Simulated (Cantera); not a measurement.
# Premixed flame

A freely propagating, adiabatic, planar premixed flame of 22.7 % H2, 16.2 % O2, 61.1 % N2, equivalence ratio 0.70, unburnt at 348 K and 24000 Pa; unity-Lewis-number transport, grid criteria slope 0.08 and curve 0.16, no radiation.

Model: the H2/O2 subset of GRI-Mech 3.0, which has no nitrogen chemistry, integrated in Cantera. Unity Lewis numbers drop preferential diffusion, which matters most where H2 and H carry the flame. Burning velocities carry a grid error of a few per cent, more on coarse grids.

| z (mm) | T (K) | u (m/s) | x H2 | x O2 | x HO2 | x OH | x H | x H2O2 |
|---|---|---|---|---|---|---|---|---|
| -5.09 | 348 | 1.32 | 0.227 | 0.162 | <1e-8 | <1e-8 | <1e-8 | <1e-8 |
| -3.40 | 348 | 1.32 | 0.227 | 0.162 | 3.43e-8 | <1e-8 | <1e-8 | <1e-8 |
| -2.55 | 348 | 1.32 | 0.227 | 0.162 | 2.23e-7 | <1e-8 | <1e-8 | 4.34e-8 |
| -1.70 | 350 | 1.32 | 0.227 | 0.162 | 2.25e-6 | <1e-8 | <1e-8 | 4.29e-7 |
| -0.849 | 413 | 1.56 | 0.220 | 0.159 | 8.65e-5 | 1.60e-5 | 9.52e-6 | 1.00e-5 |
| -0.425 | 694 | 2.57 | 0.183 | 0.142 | 8.34e-5 | 0.000433 | 0.00332 | 8.94e-6 |
| 0 | 1095 | 3.96 | 0.0912 | 0.101 | 3.06e-5 | 0.00252 | 0.0301 | 1.85e-6 |
| 0.425 | 1342 | 4.77 | 0.0309 | 0.0701 | 1.64e-5 | 0.00681 | 0.0428 | 1.89e-6 |
| 0.849 | 1468 | 5.17 | 0.0216 | 0.0630 | 1.24e-5 | 0.00896 | 0.0353 | 1.31e-6 |
| 1.70 | 1607 | 5.59 | 0.0188 | 0.0597 | 9.41e-6 | 0.0108 | 0.0238 | 7.01e-7 |
| 3.40 | 1740 | 5.99 | 0.0151 | 0.0572 | 6.89e-6 | 0.0118 | 0.0140 | 3.58e-7 |
| 6.79 | 1858 | 6.34 | 0.0106 | 0.0552 | 4.65e-6 | 0.0114 | 0.00691 | 1.94e-7 |
| 13.6 | 1946 | 6.60 | 0.00628 | 0.0541 | 2.89e-6 | 0.00971 | 0.00280 | 1.18e-7 |
x: mole fraction of selected species; z is measured from the peak of heat release.

```
Property                    Result
------------------------  --------
laminar burning velocity  132 cm/s
thermal thickness          1.70 mm
peak x(HO2)               0.000134
peak x(OH)                  0.0118
peak x(H)                   0.0431
peak x(H2O2)               1.31e-5
```
